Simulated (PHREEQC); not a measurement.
1.2 g of hydrous ferric oxide (600 m²/g; 0.2 weak and 0.005 strong sites per Fe, Dzombak-Morel constants, diffuse double layer) in 1 kg of water with 0.01 mol/kgw of an inert sodium salt and 0.00015 mol/kgw BaCl2 and 0.00071 mol/kgw MnCl2, at 25 °C; the pH is set by adding NaOH or the inert anion's acid. The system is closed to oxygen. CO2 from the air is kept out. Nothing may precipitate in this run.

Base run: PHREEQC, ion-association model, wateq4f.dat. Each further column changes one thing. The table gives Ba sorbed (%).

| pH | base | no electrostatic term (-no_edl) | background salt from 0.01 to 0.001 mol/kgw | oxide from 1.2 to 6 g/kgw | 0.00029 mol/kgw CuSO4 added |
|---|---|---|---|---|---|
| 4 | 0.0 | 0.6 | 0.0 | 0.0 | 0.0 |
| 5 | 0.0 | 4.9 | 0.0 | 0.0 | 0.0 |
| 6 | 0.1 | (withheld) | 0.0 | 0.4 | 0.0 |
| 7 | 0.1 | 1.9 | 0.1 | 1.4 | 0.1 |
| 8 | 0.3 | (withheld) | 0.3 | 29.5 | 0.1 |
| 9 | 12.0 | 5.0 | 14.5 | (withheld) | (withheld) |
| 10 | 82.5 | 6.3 | (withheld) | 99.9 | 53.0 |
| 11 | 99.4 | 6.4 | 99.7 | 100.0 | 96.2 |
| 12 | 99.9 | (withheld) | 100.0 | 100.0 | (withheld) |

**Question.** Some entries are withheld; supply them.

**Answer.** 
- 6, no electrostatic term (-no_edl): 5.5
- 8, no electrostatic term (-no_edl): 3.0
- 9, oxide from 1.2 to 6 g/kgw: 94.2
- 9, 0.00029 mol/kgw CuSO4 added: 3.2
- 10, background salt from 0.01 to 0.001 mol/kgw: 87.2
- 12, no electrostatic term (-no_edl): 5.8
- 12, 0.00029 mol/kgw CuSO4 added: 99.6

 In at least one series the solution becomes supersaturated in solids that the run did not let form, among them Pyrochroite. The database's constant for dissolved Cu(OH)2 is higher than later reviews accept.
